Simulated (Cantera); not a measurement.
Feed: 1 mol SiC, 0.0077 mol Si, 1.6 mol N2, equilibrated at 1400 K and 9.50e-5 bar.

Equilibrium computed with Cantera from the NASA thermochemical tables; the gas is ideal and each condensed phase is pure. Candidate condensed phases: C, Si, SiC, Si3N4; 20 gas species. N2 is the only nitrogen source here; it is nearly inert below about 1500 K, so the nitride shown seldom forms there in practice. Mutual solubility and eutectic melting of coexisting phases are not modelled. Equilibrium is a limit: real reactors are often held back by kinetics, nucleation or transport.

**Question.** What is the equilibrium state?

**Answer.** 
| Item | Value |
|---|---|
| x(N2) | 1.000 |
| x(Si) | 1.33e-6 |
| n(SiC(s)) | 1.00 mol |
| n(Si3N4(s)) | 0.00257 mol |
| gas amount | 1.595 mol |
| log10 activity of Si(s) (absent) | -0.81 |
| log10 activity of C(graphite) (absent) | -1.51 |
